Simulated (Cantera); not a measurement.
Feed: 1 mol Si, a varied amount of HBr, 0.6 mol H2, equilibrated at 898 K and 2.20 mbar.

These are equilibrium values from Cantera (NASA tables, ideal gas, pure condensed phases), not measurements of a reactor. Candidate condensed phases: Br2, Si; 19 gas species. Kinetics and transport are ignored.

What share of the Si ends up in condensed phases as a function of n(HBr) (mol), at 1.7, 2.2, 2.8, 3.4, 4, 4.6, 5.2, 5.8, 6.4, 7?


```json
[
 {"n(HBr) (mol)": "1.7", "Si condensed (%)": "59.1", "as": "Si(s)"},
 {"n(HBr) (mol)": "2.2", "Si condensed (%)": "46.9", "as": "Si(s)"},
 {"n(HBr) (mol)": "2.8", "Si condensed (%)": "32.3", "as": "Si(s)"},
 {"n(HBr) (mol)": "3.4", "Si condensed (%)": "17.7", "as": "Si(s)"},
 {"n(HBr) (mol)": "4", "Si condensed (%)": "3.0", "as": "Si(s)"},
 {"n(HBr) (mol)": "4.6", "Si condensed (%)": "0.0", "as": "-"},
 {"n(HBr) (mol)": "5.2", "Si condensed (%)": "0.0", "as": "-"},
 {"n(HBr) (mol)": "5.8", "Si condensed (%)": "0.0", "as": "-"},
 {"n(HBr) (mol)": "6.4", "Si condensed (%)": "0.0", "as": "-"},
 {"n(HBr) (mol)": "7", "Si condensed (%)": "0.0", "as": "-"}
]
```
